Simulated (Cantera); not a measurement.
Cantera run, input and output.

```python
import numpy as np
import cantera as ct

gas = ct.Solution("gri30.yaml")
gas.TPX = 1600, 13332, {'CH4': 1, 'N2': 3.4}
reactor = ct.IdealGasConstPressureReactor(gas, energy="off", clone=False)
net = ct.ReactorNet([reactor])
net.rtol, net.atol = 1e-08, 1e-18
show = ['CH4', 'C2H2', 'H2', 'C2H', 'HCN', 'H']
times = np.geomspace(1e-06, 1, 15)

steps = ct.SolutionArray(gas, extra=["t"])
rows = []
print(f"{'t/s':>10s}{'T/K':>9s}{'P/Pa':>11s}" + "".join(f"{s:>11s}" for s in show))
for t in times:
    while net.time < t:
        t_next = net.step()
        steps.append(gas.state, t=t_next)
    rows.append([np.interp(t, steps.t, y) for y in (steps.T, steps.P, *steps(*show).X.T)])
    print(f"{t:10.3e}{rows[-1][0]:9.1f}{rows[-1][1]:11.4g}" + "".join(f"{x:11.3e}" for x in rows[-1][2:]))
rate = np.gradient(steps.T, steps.t)
print("integrator steps:", len(steps.t))
if steps.T.max() > steps.T[0] + 200:
    print(f"time of steepest temperature rise: {steps.t[rate.argmax()]:.4e} s")
gas.TPX = 1600, 13332, {'CH4': 1, 'N2': 3.4}
gas.equilibrate("TP")
print(f"equilibrium (TP): T = {gas.T:.1f} K  " + "  ".join(f"{s} {gas[s].X[0]:.3e}" for s in show))
```

It prints:

```
       t/s      T/K       P/Pa        CH4       C2H2         H2        C2H        HCN          H
 1.000e-06   1600.0  1.333e+04  2.273e-01  1.103e-21  2.546e-08  9.473e-31  3.246e-20  5.858e-08
 2.683e-06   1600.0  1.333e+04  2.273e-01  6.723e-20  1.302e-07  2.316e-28  3.053e-19  9.521e-08
 7.197e-06   1600.0  1.333e+04  2.273e-01  8.561e-18  4.963e-07  8.659e-26  2.701e-18  1.086e-07
 1.931e-05   1600.0  1.333e+04  2.273e-01  1.100e-15  1.514e-06  3.123e-23  2.176e-17  1.090e-07
 5.179e-05   1600.0  1.333e+04  2.273e-01  1.016e-13  4.245e-06  8.240e-21  1.658e-16  1.091e-07
 1.389e-04   1600.0  1.333e+04  2.272e-01  7.076e-12  1.159e-05  1.617e-18  1.286e-15  1.097e-07
 3.728e-04   1600.0  1.333e+04  2.272e-01  4.229e-10  3.168e-05  2.618e-16  1.188e-14  1.144e-07
 1.000e-03   1600.0  1.333e+04  2.271e-01  2.468e-08  9.282e-05  3.949e-14  1.282e-13  1.459e-07
 2.683e-03   1600.0  1.333e+04  2.266e-01  1.368e-06  3.669e-04  3.421e-12  1.287e-12  3.191e-07
 7.197e-03   1600.0  1.333e+04  2.242e-01  6.171e-05  2.288e-03  1.046e-10  2.084e-11  1.165e-06
 1.931e-02   1600.0  1.333e+04  2.106e-01  1.809e-03  1.554e-02  2.072e-09  4.968e-10  5.306e-06
 5.179e-02   1600.0  1.333e+04  1.750e-01  1.552e-02  5.865e-02  1.246e-08  4.511e-09  1.403e-05
 1.389e-01   1600.0  1.333e+04  1.271e-01  3.856e-02  1.203e-01  2.696e-08  1.745e-08  2.505e-05
 3.728e-01   1600.0  1.333e+04  7.436e-02  6.141e-02  1.860e-01  4.342e-08  5.073e-08  3.917e-05
 1.000e+00   1600.0  1.333e+04  3.220e-02  7.903e-02  2.380e-01  6.236e-08  1.205e-07  5.594e-05
integrator steps: 1138
equilibrium (TP): T = 1600.0 K  CH4 1.296e-03  C2H2 4.723e-02  H2 2.760e-01  C2H 4.525e-08  HCN 8.931e-02  H 7.877e-05
```

Model: GRI-Mech 3.0 (53 species, 325 reactions), integrated in Cantera. GRI-Mech 3.0 stops at C3 and has no aromatics, soot or wall deposition, so with more carbon than oxygen in the feed, carbon stays in small species such as C2H2 where larger ones or solid carbon would form.
